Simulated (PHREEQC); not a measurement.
Synthetic water in mmol/kgw, 40 °C, pH 6.68:

```tsv
constituent	mmol/kgw
Na	196
K	8.33
Ca	11.6
Mg	12.5
Cl	204
S(6)	21.8
Alkalinity (meq/kgw)	4.96e-07
```

Valence states are taken as typed.

The numbers come from PHREEQC with the Pitzer model, pitzer.dat.

```json
[
 {"quantity": "HSO4- (mol/kgw)", "before": "1.51e-7", "after": "8.78e-8"},
 {"quantity": "HCO3- (mol/kgw)", "before": "1.16e-7", "after": "2.93e-7"},
 {"quantity": "MgOH+ (mol/kgw)", "before": "9.36e-8", "after": "1.81e-8"},
 {"quantity": "CO2 (mol/kgw)", "before": "3.28e-8", "after": "1.03e-7"},
 {"quantity": "CO3-2 (mol/kgw)", "before": "1.39e-10", "after": "2.44e-10"},
 {"quantity": "MgCO3 (mol/kgw)", "before": "7.83e-11", "after": "1.14e-10"},
 {"quantity": "SI of Gypsum (CaSO4:2H2O)", "before": "-0.42", "after": "-0.40"},
 {"quantity": "SI of Epsomite (MgSO4:7H2O)", "before": "-3.24", "after": "-3.06"}
]
```

Name the change that produced these shifts.
A) temperature from 40 to 20 °C at the same typed pH
B) S(6) from 21.8 to 10.9 mmol/kgw
C) Cl from 204 to 408 mmol/kgw

A, temperature from 40 to 20 °C at the same typed pH

No solid was allowed to form. Away from 25 °C the constants follow the database's enthalpies or fits; those with neither stay at their 25 °C values.
